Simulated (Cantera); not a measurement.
Mixture: 2.19 % C3H8, 20.5 % O2, 77.3 % N2, equivalence ratio 0.53, at 4.93 atm, adiabatic and at constant volume. Ignition delay is the time to a rise of 400 K.

Detailed kinetics in Cantera: GRI-Mech 3.0 (53 species, 325 reactions). GRI-Mech 3.0 was tuned for natural gas; its chemistry of propane as a main component is partial and can be far from experiment.

**Question.** Predict: delay at 1075 K; delay at 1275 K; delay at 1475 K; delay at 1675 K; apparent activation energy between 1575 and 1775 K.

**Answer.** 
* **delay at 1075 K**: 27.0 ms
* **delay at 1275 K**: 0.595 ms
* **delay at 1475 K**: 34.7 µs
* **delay at 1675 K**: 6.25 µs
* **apparent activation energy between 1575 and 1775 K**: 150 kJ/mol
